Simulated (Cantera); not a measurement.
A freely propagating, adiabatic, planar premixed flame of H₂ : O₂ : N₂ = 1 : 0.263 : 0.737 (molar parts), equivalence ratio 1.9, unburnt at 375 K and 0.270 bar; mixture-averaged transport, grid criteria slope 0.08 and curve 0.16, no radiation.

Model: the H2/O2 subset of GRI-Mech 3.0, which has no nitrogen chemistry, integrated in Cantera. Burning velocities carry a grid error of a few per cent, more on coarse grids.

x: mole fraction of selected species; z is measured from the peak of heat release.

```
z (mm)  T (K)  u (m/s)   x H₂      x O₂      x O     x OH      x H    x HO₂
------  -----  -------  -----  --------  -------  -------  -------  -------
-6.10     375     4.55  0.500     0.132    <1e-8    <1e-8    <1e-8    <1e-8
-4.07     375     4.55  0.500     0.132    <1e-8    <1e-8    <1e-8    <1e-8
-3.05     375     4.55  0.500     0.132    <1e-8    <1e-8    <1e-8    <1e-8
-2.03     375     4.55  0.500     0.132    <1e-8    <1e-8    <1e-8    <1e-8
-1.02     383     4.64  0.499     0.132  1.72e-6  1.68e-5  2.73e-5  8.87e-5
-0.509      ?     7.55  0.465     0.126        ?        ?        ?  9.41e-5
0        1110     12.7  0.330    0.0808  0.00422  0.00213   0.0732  2.80e-5
0.509    1395     15.8  0.215    0.0144  0.00451  0.00437    0.123  4.80e-6
1.02     1504     17.0  0.200   0.00287  0.00290  0.00499    0.123  9.00e-7
2.03     1620     18.1  0.208         ?        ?        ?        ?        ?
4.07     1750     19.4  0.219   0.00122  0.00218  0.00669   0.0906  3.25e-7
8.14     1885     20.7  0.230  0.000870  0.00163  0.00694   0.0716  2.25e-7
16.3     2014     21.9  0.241  0.000539  0.00105  0.00649   0.0535  1.47e-7
```

**Question.** Fill in the missing entries.

**Answer.** 
- -0.509, T (K): 639
- -0.509, x O: 0.000186
- -0.509, x OH: 0.000746
- -0.509, x H: 0.00956
- 2.03, x O₂: 0.00153
- 2.03, x O: 0.00255
- 2.03, x OH: 0.00592
- 2.03, x H: 0.109
- 2.03, x HO₂: 4.42e-7
